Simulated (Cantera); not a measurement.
Charge: 1 mol SiCl₄, 2.3 mol HCl, 33 mol H₂, equilibrated at 1202 °C and 0.00133 bar.

These are equilibrium values from Cantera (NASA tables, ideal gas, pure condensed phases), not measurements of a reactor. The tables' values for SiCl₃ are old estimates; treat these amounts as uncertain. The numbers say what is thermodynamically allowed, not how fast it happens.

```
species    before     after
-------  --------  --------
H₂          0.858     0.909
HCl         0.115    0.0639
SiCl₄     1.59e-5    0.0271
SiCl₂      0.0264   7.78e-7
H        0.000329     <1e-9
Cl        3.57e-5     <1e-9
SiHCl₃    1.12e-5  0.000476
SiCl₃    0.000351   1.55e-5
```
Gas species are given as mole fractions.

Problem. What was changed between the two runs?
A. temperature from 1202 °C to 1375 °C
B. temperature from 1202 °C to 1475 °C
C. H₂ from 33 to 250 mol
D. temperature from 1202 °C to 552 °C

Solution. D, temperature from 1202 °C to 552 °C
